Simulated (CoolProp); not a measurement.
Vapour-liquid equilibrium of carbon dioxide (1) + R124 (2) at 233.4 K; x and y are mole fractions of (1).

Computed with CoolProp (multi-fluid Helmholtz-energy mixture model, Span 1996 and de Vries 1995; pair parameters Bell 2016).

Question: Give the bubble pressure and the first vapour's composition at x = 0.55, 0.75, 0.85. Is there an azeotrope?

Answer: x = 0.55: 0.5266 MPa, y = 0.970; x = 0.75: 0.7300 MPa, y = 0.987; x = 0.85: 0.8411 MPa, y = 0.993. No azeotrope shows between x = 0.05 and 0.95.

Pair parameters are fitted to limited data, so mixtures are less certain than the pure fluids. The gap from Raoult's law changes sign with composition, which may be real or a fault of the pair parameters; it wasn't checked against measurements.
